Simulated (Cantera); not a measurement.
Gas mixture: 100 % H2O, at 0.207 atm, frozen composition.

Cantera's kinetic-theory transport with the Lennard-Jones parameters of GRI-Mech 3.0, ideal gas; thermal conductivity in the multicomponent form. Polar gases are described roughly by these parameters.

D: mixture-averaged diffusion coefficient of that species in the mixture.

```
T (K)  ρ (kg/m³)  cp (J/kg/K)  μ (µPa s)  λ (mW/m/K)     Pr  D (cm²/s) NH3  D (cm²/s) NO  D (cm²/s) H2O
-----  ---------  -----------  ---------  ----------  -----  -------------  ------------  -------------
400        0.114         1902       14.0        36.8  0.722           1.69          1.89          0.000
550       0.0827         1985        [?]         [?]  0.716            [?]           [?]          0.000
700       0.0650         2082       25.2        73.7  0.714           5.29          5.29          0.000
850       0.0535         2185       30.8        94.4  0.713           7.75          7.47          0.000
1000      0.0455         2292        [?]         [?]  0.714            [?]           [?]          0.000
1150      0.0396         2401       41.5         140  0.715           13.9          12.6          0.000
```

### Question
Fill in the missing entries.

### Answer

- 550, μ (µPa s): 19.6
- 550, λ (mW/m/K): 54.3
- 550, D (cm²/s) NH3: 3.25
- 550, D (cm²/s) NO: 3.42
- 1000, μ (µPa s): 36.2
- 1000, λ (mW/m/K): 116
- 1000, D (cm²/s) NH3: 10.6
- 1000, D (cm²/s) NO: 9.92
